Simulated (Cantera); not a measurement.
## CHF₃ + HCl + Si (fluorocarbon and chlorocarbon gases)

A closed system holds: 1 mol CHF₃, 2.2 mol HCl, a varied amount of Si, held at 1248.15 K and 2.10 Pa.

Cantera equilibrium calculation (NASA polynomials, part measured and part estimated; ideal gas, pure solids and liquids). Candidate condensed phases: C, C₆H₆, C₇H₈, C₈H₁₈, Si, SiC; 143 gas species. The tables' values for SiF₃, SiCl₃, SiF₂ are old estimates; treat these amounts as uncertain. The numbers say what is thermodynamically allowed, not how fast it happens.

From 0.16 mol Si to 0.71 mol Si the condensed part is C(graphite). From 0.96 mol Si to 1.7 mol Si the condensed part is C(graphite) + SiC(s). The main Si-bearing gas is SiF₄ throughout.

| n(Si) (mol) | x HCl | x HF | x Cl | x SiF₄ | x H₂ | x Cl₂ | x SiCl₂ | x SiF₃ | n C(graphite) | n SiC(s) |
|---|---|---|---|---|---|---|---|---|---|---|
| 0.16 | 0.182 | 0.511 | 0.250 | 0.0347 | 4.05e-9 | 0.0223 | <1e-12 | 5.30e-9 | 1.000 | 0 |
| 0.22 | 0.242 | 0.475 | 0.217 | 0.0493 | 9.48e-9 | 0.0169 | <1e-12 | 1.24e-8 | 1.000 | 0 |
| 0.29 | 0.318 | 0.430 | 0.174 | 0.0677 | 2.53e-8 | 0.0109 | <1e-12 | 3.08e-8 | 1.000 | 0 |
| 0.4 | 0.451 | 0.351 | 0.0940 | 0.100 | 1.76e-7 | 0.00316 | <1e-12 | 1.47e-7 | 1.00 | 0 |
| 0.53 | 0.599 | 0.240 | 0.000408 | 0.144 | 0.0165 | 5.93e-8 | 1.46e-9 | 9.48e-5 | 1.00 | 0 |
| 0.71 | 0.630 | 0.0477 | 0.000159 | 0.201 | 0.119 | 9.06e-9 | 1.04e-5 | 0.00179 | 1.00 | 0 |
| 0.96 | 0.600 | 0.00848 | 0.000132 | 0.205 | 0.158 | 6.21e-9 | 0.0128 | 0.0118 | 0.849 | 0.151 |
| 1.3 | 0.600 | 0.00848 | 0.000132 | 0.205 | 0.158 | 6.21e-9 | 0.0128 | 0.0118 | 0.509 | 0.491 |
| 1.7 | 0.600 | 0.00848 | 0.000132 | 0.205 | 0.158 | 6.21e-9 | 0.0128 | 0.0118 | 0.109 | 0.891 |
x: gas mole fraction; n: condensed amount in mol.
